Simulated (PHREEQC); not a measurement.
Sulfide liquor (model solution)

Solution (25 °C): 0.00043 mol H2S per kg of water. Closed to the air; pH follows from the charge balance.

Computed with PHREEQC (ion-association model, phreeqc.dat).

No solid was allowed to form.

**Question.** Predict the pH.

**Answer.** pH 5.16.

**Question.** In which forms is S present?

**Answer.** H2S 98 %, HS- 1.6 % of the S.
